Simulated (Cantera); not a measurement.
A freely propagating, adiabatic, planar premixed flame of H₂ : O₂ : N₂ = 1 : 0.278 : 1.04 (molar parts), unburnt at 625 K and 13300 Pa; mixture-averaged transport, grid criteria slope 0.08 and curve 0.16, no radiation.

Computed with Cantera and the H2/O2 subset of GRI-Mech 3.0, which has no nitrogen chemistry. Burning velocities carry a grid error of a few per cent, more on coarse grids.

Problem. What does this change do: O2 0.278 to 0.36 parts?

Solution. 
| quantity | before | after |
|---|---|---|
| laminar burning velocity | 752 cm/s | 855 cm/s |
| thermal thickness | 6.26 mm | 5.92 mm |
| peak x(H) | 0.139 | 0.146 |
| peak x(OH) | 0.00830 | 0.0199 |
| peak x(H₂O₂) | 3.56e-7 | 7.03e-7 |
